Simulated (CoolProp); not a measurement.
Acetone along the isobar 22.2 bar: density (kg/m³) from the reference equation and from simpler models built on Tc = 508.1 K, pc = 46.92 bar, ω = 0.307; each cubic takes its own stable root.

The numbers come from the reference Helmholtz-energy equation of state, Lemmon 2006 in CoolProp. It is a short technical equation, of lower accuracy than the large ones.

| T (K) | phase | reference | van der Waals | Soave-Redlich-Kwong | Peng-Robinson |
|---|---|---|---|---|---|
| 334.2 | liquid | 745.9 | 385.6 | 585.0 | 660.8 |
| 343.4 | liquid | 734.9 | 380.2 | 576.4 | 651.4 |
| 352.6 | liquid | 723.7 | 374.6 | 567.3 | 641.5 |
| 361.9 | liquid | 712.1 | 368.7 | 557.7 | 630.9 |
| 371.1 | liquid | 700.3 | 362.6 | 547.7 | 619.9 |
| 380.3 | liquid | 688.0 | 356.1 | 537.1 | 608.2 |
| 389.5 | liquid | 675.3 | 349.3 | 525.9 | 595.7 |
| 398.7 | liquid | 662.1 | 341.9 | 514.0 | 582.5 |
| 407.9 | liquid | 648.2 | 334.0 | 501.2 | 568.2 |
| 417.1 | liquid | 633.6 | 325.4 | 487.5 | 552.8 |
| 426.3 | liquid | 618.1 | 51.13 | 472.7 | 536.0 |
| 435.5 | liquid | 601.4 | 48.55 | 456.4 | 517.6 |
| 444.7 | liquid | 583.2 | 46.35 | 438.3 | 497.1 |

At some of these states van der Waals gives the other phase, because its saturation line lies elsewhere.
